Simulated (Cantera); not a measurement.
Mixture: CH₄ : H₂ : O₂ : N₂ = 1 : 0.075 : 1.36 : 5.11 (molar parts), at 2400000 Pa, adiabatic and at constant volume. Ignition delay is the time to a rise of 400 K.

Detailed kinetics in Cantera: GRI-Mech 3.0 (53 species, 325 reactions). The pressure lies above the range GRI-Mech 3.0 was tuned for (to about 10 atm). Below about 1000 K GRI-Mech 3.0 lacks low-temperature oxidation paths.

Q: What does this change do: pressure from 2400000 Pa to 250000 Pa?

A: 
```json
[
 {"quantity": "delay at 950 K", "before": "24.5 ms", "after": "0.151 s"},
 {"quantity": "delay at 1025 K", "before": "5.73 ms", "after": "61.6 ms"},
 {"quantity": "delay at 1100 K", "before": "1.95 ms", "after": "29.1 ms"},
 {"quantity": "delay at 1175 K", "before": "0.876 ms", "after": "13.3 ms"},
 {"quantity": "delay at 1250 K", "before": "0.453 ms", "after": "5.94 ms"},
 {"quantity": "delay at 1325 K", "before": "0.246 ms", "after": "2.65 ms"},
 {"quantity": "apparent activation energy between 1175 and 1325 K", "before": "110 kJ/mol", "after": "140 kJ/mol"}
]
```
